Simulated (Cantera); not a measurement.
Charge: 1 mol Al, 12 mol NH₃, 92 mol H₂, equilibrated at 702 °C and 41.0 Pa.

Method: chemical equilibrium by Gibbs-energy minimisation in Cantera with the NASA 1993 tables (ideal gas, pure condensed phases). Candidate condensed phases: Al, AlN; 13 gas species. The numbers say what is thermodynamically allowed, not how fast it happens.

Base state: H₂ 0.952, N₂ 0.0476 (mole fractions); condensed: AlN(s).

**Question.** What changes in the equilibrium state with this change: NH₃ from 12 to 7.7 mol?

**Answer.** 
```
species      before   after
-----------  ------  ------
H₂            0.952   0.969
N₂           0.0476  0.0313
AlN(s), mol    1.00    1.00
```
